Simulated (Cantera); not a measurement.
A closed system holds: 1 mol B2O3, 20 mol F2, 26 mol H2, at 1625 K and 48.0 Pa.

Cantera equilibrium calculation (NASA polynomials, part measured and part estimated; ideal gas, pure solids and liquids). Candidate condensed phases: B, B2O3, B3O3H3, H2O; 43 gas species. Rates play no part.

Base state: HF 0.807, H2 0.127, BOF 0.0409, H2O 0.0221, BF3 0.00124, H 0.00115, HBO2 0.000404 (mole fractions); condensed: gas only.

Q: What changes in the equilibrium state with this change: H2 from 26 to 49 mol?

A: 
```
species    before     after
-------  --------  --------
HF          0.807     0.542
H2          0.127     0.413
BOF        0.0409    0.0277
H2O        0.0221    0.0146
BF3       0.00124  0.000574
H         0.00115   0.00207
HBO2     0.000404  0.000269
```

Q: What changes in the equilibrium state with this change: pressure from 48.0 Pa to 13300 Pa?

A: 
| species | before | after |
|---|---|---|
| HF | 0.807 | 0.769 |
| H2 | 0.127 | 0.132 |
| H2O | 0.0221 | 0.0547 |
| BF3 | 0.00124 | 0.0330 |
| BOF | 0.0409 | 0.0107 |
| H | 0.00115 | 7.02e-5 |
| BF2 | 6.89e-6 | 1.17e-5 |
| HBO2 | 0.000404 | 0.000273 |
The tables' values for BF2 are old estimates; treat these amounts as uncertain. Gases not in the tables: H3BO3.
